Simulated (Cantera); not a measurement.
Pyrogenic steam for wet oxidation

A perfectly stirred reactor is fed with H2 : O2 : N2 : H2O = 1.2 : 1 : 3.3 : 0.18 (molar parts), at 100.0 Torr; it is held at 1048 K, and followed from long to short residence time.

Detailed kinetics in Cantera: the H2/O2 subset of GRI-Mech 3.0, which has no nitrogen chemistry. Radical loss at walls, strong at low pressure, is not modelled. The temperature is held fixed by assumption; the heat of reaction is taken as removed at once.

```json
[
 {"τ (s)": "24", "x H2": "9.32e-5", "x O2": "0.0788", "x O": "6.57e-6", "x HO2": "2.29e-6", "x OH": "5.80e-5"},
 {"τ (s)": "6.9", "x H2": "0.000216", "x O2": "0.0788", "x O": "1.61e-5", "x HO2": "4.50e-6", "x OH": "8.67e-5"},
 {"τ (s)": "2.0", "x H2": "0.000489", "x O2": "0.0789", "x O": "3.91e-5", "x HO2": "7.79e-6", "x OH": "0.000132"},
 {"τ (s)": "0.58", "x H2": "0.00107", "x O2": "0.0791", "x O": "9.26e-5", "x HO2": "1.18e-5", "x OH": "0.000205"},
 {"τ (s)": "0.17", "x H2": "0.00227", "x O2": "0.0796", "x O": "0.000211", "x HO2": "1.56e-5", "x OH": "0.000325"},
 {"τ (s)": "0.049", "x H2": "0.00471", "x O2": "0.0806", "x O": "0.000466", "x HO2": "1.88e-5", "x OH": "0.000527"},
 {"τ (s)": "0.014", "x H2": "0.00955", "x O2": "0.0828", "x O": "0.000994", "x HO2": "2.12e-5", "x OH": "0.000861"},
 {"τ (s)": "0.0042", "x H2": "0.0184", "x O2": "0.0870", "x O": "0.00197", "x HO2": "2.29e-5", "x OH": "0.00136"}
]
```
x: mole fraction; the columns are a selection and need not sum to one.
